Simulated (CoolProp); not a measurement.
Properties of R407C along the isobar 6.55 MPa (Tc = 359.3 K, pc = 4.632 MPa, ω = 0.363).

Values from CoolProp's reference Helmholtz-energy equation of state, Lemmon 2003. It is a pseudo-pure fit of the blend.

```csv
T (K),phase,isothermal compressibility (1/MPa),conductivity (mW/(m K))
276.8,liquid,0.003197,97.3
297.1,liquid,___,89.0
317.4,liquid,___,80.7
337.7,liquid,0.01499,71.9
358,liquid,0.04492,___
378.3,supercritical,0.4124,41.8
398.5,supercritical,0.2936,32.6
418.8,supercritical,___,31.3
439.1,supercritical,0.2058,31.4
459.4,supercritical,0.1909,32.0
479.7,supercritical,0.1814,32.9
500,supercritical,0.1748,33.9
```

Problem. Some entries are withheld; supply them.

Solution. 
- 297.1, isothermal compressibility (1/MPa): 0.004733
- 317.4, isothermal compressibility (1/MPa): 0.007715
- 358, conductivity (mW/(m K)): 61.2
- 418.8, isothermal compressibility (1/MPa): 0.2323

Thermal conductivity comes from a separate model (Geller 2001).
